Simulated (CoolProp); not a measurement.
The fluid at 293.15 K and 0.0581 MPa flows at 0.33 m/s in a round tube of 10 mm bore and 45 µm roughness, fully developed (64/Re and Nu = 3.66 if laminar; Colebrook and Gnielinski if turbulent). The same conditions are run with several fluids, on thermodynamics alone (safety and materials aside).

The numbers come from the reference Helmholtz-energy equation of state of each fluid (C3F8 (R218): Lemmon 2006; n-butane: Bücker 2006; R507A: Lemmon 2003; isobutane: Bücker 2006; R125: Lemmon 2005) in CoolProp. Blends and air are pseudo-pure fits.

| fluid | Reynolds number | Darcy friction factor | pressure drop (Pa/m) | heat-transfer coefficient (W/(m² K)) | mass flow (kg/h) |
|---|---|---|---|---|---|
| C3F8 (R218) | 1230 | 0.0521 | 1.29 | 4.43 | 0.424 |
| n-butane | 639 | 0.100 | 0.770 | 5.88 | 0.132 |
| R507A | 656 | 0.0975 | 1.26 | 4.78 | 0.222 |
| isobutane | 629 | 0.102 | 0.780 | 6.00 | 0.131 |
| R125 | 748 | 0.0856 | 1.35 | 4.99 | 0.269 |

Transport values come from each fluid's own correlations; those of C3F8 (R218) are estimates that may be off by 10 % or more.
